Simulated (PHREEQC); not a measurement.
## Brackish or sea water

Model water analysis in mg/L, 25 °C, pH 7.28, pe 1.9:

```
constituent          mg/L
------------------  -----
Na                   6070
K                     479
Ca                    104
Mg                    236
Cl                  10100
S(6) as SO4          1090
Alkalinity as HCO3   3.87
N(-3) as NH4         89.3
Li                  0.707
```

Cl is adjusted to close the charge balance.
Valence states are taken as typed.

Computed with PHREEQC (ion-association model, phreeqc.dat).

```yaml
ionic_strength: 0.325 mol/kgw
activity_of_water: 0.990
specific_conductance: 28900 µS/cm
density: 1.010 g/cm³
```

| species | molality | activity | log γ |
|---|---|---|---|
| Cl- | 0.288 | 0.196 | -0.168 |
| Na+ | 0.266 | 0.194 | -0.138 |
| K+ | 0.0123 | 0.00832 | -0.171 |
| Mg+2 | 0.00880 | 0.00273 | -0.508 |
| SO4-2 | 0.00753 | 0.00183 | -0.614 |
| NH4+ | 0.00491 | 0.00311 | -0.198 |
| NaSO4- | 0.00248 | 0.00178 | -0.145 |
| Ca+2 | 0.00243 | 0.000691 | -0.547 |
| MgSO4 | 0.00109 | 0.00117 | 0.032 |
| CaSO4 | 0.000209 | 0.000225 | 0.032 |
| KSO4- | 0.000149 | 0.000107 | -0.145 |
| Li+ | 0.000103 | 7.51e-5 | -0.137 |

Precipitation was switched off in this run.
